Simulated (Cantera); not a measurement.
# Carbon deposition, reforming and gasification: acetone + H₂ + CO₂

Charge: 1 mol acetone, 2.9 mol H₂, 0.58 mol CO₂, at 0.330 bar.

Equilibrium computed with Cantera from the NASA thermochemical tables; the gas is ideal and each condensed phase is pure. Candidate condensed phases: C, C₆H₆, C₇H₈, C₈H₁₈, H₂O; 110 gas species. The feed counts by its element totals alone. Rates play no part.

| T (K) | x H₂ | x H₂O | x CH₄ | x CO | x CO₂ | x C₂H₆ | n C(graphite) |
|---|---|---|---|---|---|---|---|
| 725 | 0.385 | 0.286 | 0.251 | 0.0117 | 0.0657 | 1.08e-6 | 1.93 |
| 750 | 0.446 | 0.257 | 0.210 | 0.0192 | 0.0676 | 9.67e-7 | 2.02 |
| 775 | 0.504 | 0.226 | 0.171 | 0.0301 | 0.0683 | 8.25e-7 | 2.10 |
| 800 | 0.555 | 0.195 | 0.137 | 0.0454 | 0.0673 | 6.75e-7 | 2.14 |
| 825 | 0.599 | 0.164 | 0.107 | 0.0657 | 0.0641 | 5.32e-7 | 2.15 |
| 850 | 0.634 | 0.134 | 0.0826 | 0.0907 | 0.0585 | 4.06e-7 | 2.11 |
| 875 | 0.661 | 0.106 | 0.0629 | 0.119 | 0.0506 | 3.03e-7 | 2.04 |
| 900 | 0.680 | 0.0815 | 0.0476 | 0.150 | 0.0413 | 2.22e-7 | 1.94 |
x: gas mole fraction; n: condensed amount in mol.

From 725 K to 900 K the condensed part is C(graphite). The main C-bearing gas is CH₄ at 725 K and CO at 900 K. The share of C in condensed phases is highest at 825 K (60.0 %) and lowest at 725 K (53.9 %).
